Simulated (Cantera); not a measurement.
An adiabatic, constant-volume homogeneous reactor starts with 14.8 % CH3OH, 17.0 % O2, 64.1 % N2, 4.14 % H2O, at 1023 K and 1000000 Pa.

Model: GRI-Mech 3.0 (53 species, 325 reactions), integrated in Cantera. GRI-Mech 3.0 was tuned for natural gas; its chemistry of methanol as a main component is partial and can be far from experiment.

One state of this run: T (K) = 2849; P (bar) = 31.6; x CH3OH = <1e-12; x O2 = 0.00121; x H2O = 0.257; x CO = 0.0636; x CH2 = 2.52e-12; x HO2 = 2.52e-6; x HCO = 5.87e-7. x: mole fraction; the columns are a selection and need not sum to one.

Which value of t (s) does it belong to?
A. 0.167
B. 0.0117
C. 1.51e-5
D. 0.000216

A, 0.167
